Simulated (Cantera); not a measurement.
A Cantera script and its output.

```python
import numpy as np
import cantera as ct

gas = ct.Solution("gri30.yaml")
gas.TPX = 1023, 86000, {'CO': 0.0016, 'O2': 0.037, 'H2O': 0.0046, 'N2': 1}
reactor = ct.IdealGasConstPressureReactor(gas, energy="off", clone=False)
net = ct.ReactorNet([reactor])
net.rtol, net.atol = 1e-08, 1e-18
show = ['CO', 'O2', 'H2O', 'CO2', 'HO2', 'H']
times = np.geomspace(7e-06, 7, 10)

steps = ct.SolutionArray(gas, extra=["t"])
rows = []
print(f"{'t/s':>10s}{'T/K':>9s}{'P/Pa':>11s}" + "".join(f"{s:>11s}" for s in show))
for t in times:
    while net.time < t:
        t_next = net.step()
        steps.append(gas.state, t=t_next)
    rows.append([np.interp(t, steps.t, y) for y in (steps.T, steps.P, *steps(*show).X.T)])
    print(f"{t:10.3e}{rows[-1][0]:9.1f}{rows[-1][1]:11.4g}" + "".join(f"{x:11.3e}" for x in rows[-1][2:]))
rate = np.gradient(steps.T, steps.t)
print("integrator steps:", len(steps.t))
if steps.T.max() > steps.T[0] + 200:
    print(f"time of steepest temperature rise: {steps.t[rate.argmax()]:.4e} s")
gas.TPX = 1023, 86000, {'CO': 0.0016, 'O2': 0.037, 'H2O': 0.0046, 'N2': 1}
gas.equilibrate("TP")
print(f"equilibrium (TP): T = {gas.T:.1f} K  " + "  ".join(f"{s} {gas[s].X[0]:.3e}" for s in show))
```

Result:

```
       t/s      T/K       P/Pa         CO         O2        H2O        CO2        HO2          H
 7.000e-06   1023.0    8.6e+04  1.534e-03  3.547e-02  4.410e-03  5.914e-13  2.460e-15  3.411e-17
 3.249e-05   1023.0    8.6e+04  1.534e-03  3.547e-02  4.410e-03  2.747e-12  1.158e-14  8.635e-16
 1.508e-04   1023.0    8.6e+04  1.534e-03  3.547e-02  4.410e-03  1.282e-11  7.294e-14  2.232e-14
 7.000e-04   1023.0    8.6e+04  1.534e-03  3.547e-02  4.410e-03  6.394e-11  2.089e-12  4.065e-13
 3.249e-03   1023.0    8.6e+04  1.534e-03  3.547e-02  4.410e-03  5.161e-10  1.039e-10  4.453e-12
 1.508e-02   1023.0    8.6e+04  1.534e-03  3.547e-02  4.410e-03  1.819e-08  6.772e-09  9.376e-11
 7.000e-02   1023.0    8.6e+04  1.454e-03  3.543e-02  4.407e-03  7.997e-05  1.891e-06  1.063e-07
 3.249e-01   1023.0    8.6e+04  7.475e-04  3.509e-02  4.408e-03  7.868e-04  1.363e-06  4.860e-08
 1.508e+00   1023.0    8.6e+04  1.118e-04  3.478e-02  4.412e-03  1.423e-03  4.009e-07  3.842e-09
 7.000e+00   1023.0    8.6e+04  2.979e-06  3.473e-02  4.413e-03  1.532e-03  1.695e-08  3.798e-11
integrator steps: 869
equilibrium (TP): T = 1023.0 K  CO 1.169e-12  O2 3.472e-02  H2O 4.413e-03  CO2 1.535e-03  HO2 6.997e-11  H 9.418e-15
```

Model: GRI-Mech 3.0 (53 species, 325 reactions), integrated in Cantera.
